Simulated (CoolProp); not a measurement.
Saturated liquid density (kg/m³) of 1,2-dichloroethane: the reference equation beside estimates from Tc = 561.6 K, pc = 5.226 MPa, ω = 0.269. Rackett uses Z = 0.29056 − 0.08775 ω.

Computed with CoolProp (reference Helmholtz-energy equation of state, Thol 2015).

| T (K) | reference | Rackett | van der Waals | Soave-Redlich-Kwong |
|---|---|---|---|---|
| 388 | 1105 | 1066 | 637.2 | 964.3 |
| 399.4 | 1085 | 1047 | 626.0 | 945.5 |
| 410.7 | 1064 | 1028 | 614.4 | 925.7 |
| 422 | 1043 | 1007 | 602.4 | 904.8 |
| 433.3 | 1021 | 986.3 | 589.7 | 882.6 |
| 444.6 | 997.9 | 964.3 | 576.5 | 858.9 |
| 455.9 | 974.0 | 941.3 | 562.6 | 833.7 |
| 467.2 | 948.8 | 917.1 | 547.8 | 806.6 |
| 478.6 | 922.1 | 891.2 | 532.0 | 777.1 |
| 489.9 | 893.9 | 863.7 | 515.1 | 745.4 |

Absolute difference from the reference over all 10 rows, mean and median: Rackett 3.4 and 3.4 %, van der Waals 42.3 and 42.3 %, Soave-Redlich-Kwong 14.1 and 13.7 %.
